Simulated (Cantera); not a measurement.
Mixture: CH4 : H2 : O2 : N2 = 1 : 0.1 : 1.21 : 4.53 (molar parts), at 0.987 atm, adiabatic and at constant pressure. Ignition delay is the time to a rise of 400 K.

Cantera simulation using GRI-Mech 3.0 (53 species, 325 reactions); the numbers are that mechanism's predictions, not measurements.

Q: Predict: delay at 1148 K; delay at 1223 K; delay at 1298 K; delay at 1373 K; delay at 1448 K; apparent activation energy between 1298 and 1448 K.

A: 
- delay at 1148 K = 41.3 ms
- delay at 1223 K = 17.4 ms
- delay at 1298 K = 7.41 ms
- delay at 1373 K = 3.27 ms
- delay at 1448 K = 1.51 ms
- apparent activation energy between 1298 and 1448 K = 170 kJ/mol
